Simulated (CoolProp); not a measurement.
Vapour-liquid equilibrium of benzene (1) + ethylbenzene (2) at 54.05 °C; x and y are mole fractions of (1).

The numbers come from the multi-fluid Helmholtz-energy mixture model, Thol 2012 and Zhou 2012; pair parameters Bell 2016 in CoolProp.

```json
[
 {"x": "0.05", "bubble pressure, mixture model (MPa)": "___", "bubble pressure, Raoult's law (MPa)": "0.007491", "y, mixture model": "0.243", "y, Raoult's law": "0.281"},
 {"x": "0.2", "bubble pressure, mixture model (MPa)": "___", "bubble pressure, Raoult's law (MPa)": "0.01296", "y, mixture model": "___", "y, Raoult's law": "0.650"},
 {"x": "0.35", "bubble pressure, mixture model (MPa)": "0.01682", "bubble pressure, Raoult's law (MPa)": "0.01843", "y, mixture model": "___", "y, Raoult's law": "0.800"},
 {"x": "0.5", "bubble pressure, mixture model (MPa)": "___", "bubble pressure, Raoult's law (MPa)": "0.02390", "y, mixture model": "0.878", "y, Raoult's law": "0.881"},
 {"x": "0.65", "bubble pressure, mixture model (MPa)": "0.02819", "bubble pressure, Raoult's law (MPa)": "0.02938", "y, mixture model": "0.935", "y, Raoult's law": "0.932"},
 {"x": "0.8", "bubble pressure, mixture model (MPa)": "0.03422", "bubble pressure, Raoult's law (MPa)": "0.03485", "y, mixture model": "0.971", "y, Raoult's law": "0.967"},
 {"x": "0.95", "bubble pressure, mixture model (MPa)": "0.04020", "bubble pressure, Raoult's law (MPa)": "0.04032", "y, mixture model": "___", "y, Raoult's law": "0.993"}
]
```

Question: Some entries are withheld; supply them.

Answer: 
- 0.05, bubble pressure, mixture model (MPa): 0.007117
- 0.2, bubble pressure, mixture model (MPa): 0.01175
- 0.2, y, mixture model: 0.614
- 0.35, y, mixture model: 0.784
- 0.5, bubble pressure, mixture model (MPa): 0.02233
- 0.95, y, mixture model: 0.994

The largest gap from Raoult's law is -9.3 % in bubble pressure, at x = 0.2. No azeotrope shows between x = 0.05 and 0.95.

Pair parameters are fitted to limited data, so mixtures are less certain than the pure fluids.
